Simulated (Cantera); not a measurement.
## Silicon epitaxy and polysilicon growth: SiHCl3 + Cl2 + N2

Feed: 1 mol SiHCl3, 0.044 mol Cl2, 180 mol N2, held at 1700 K and 10000 Pa.

Equilibrium computed with Cantera from the NASA thermochemical tables; the gas is ideal and each condensed phase is pure. Candidate condensed phases: NH4Cl, Si, Si3N4; 28 gas species. The tables' values for SiCl3 are old estimates; treat these amounts as uncertain. Kinetics and transport are ignored.

The x(N2) is 0.989 and the x(HCl) is 0.00515. The x(SiCl2) comes out as 0.00490 and the x(SiCl3) is 0.000493. The x(H2) is 0.000170. The x(Cl) is 0.000143 and the x(SiCl4) is 9.75e-5. The x(H) comes out as 6.07e-6, the x(SiCl) is 1.21e-6 and the gas amount is 182.0 mol. The log10 activity of Si(l) (absent) comes out as -2.06.
